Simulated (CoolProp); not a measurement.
Values from CoolProp's reference Helmholtz-energy equation of state, Gao 2020.

### Question
Give the vapour pressure (MPa), vapour density (kg/m³), liquid cp (kJ/(kg K)), vapour viscosity (µPa s) of saturated ammonia at 6.65, 11.55, 21.25 °C.

### Answer
| T (°C) | p (MPa) | vapour density (kg/m³) | liquid cp (kJ/(kg K)) | vapour viscosity (µPa s) |
|---|---|---|---|---|
| 6.65 | 0.547 | 4.35 | 4.65 | 9.26 |
| 11.55 | 0.648 | 5.12 | 4.68 | 9.41 |
| 21.25 | 0.892 | 6.96 | 4.75 | 9.72 |

Viscosity comes from a separate model (Fenghour 1995).
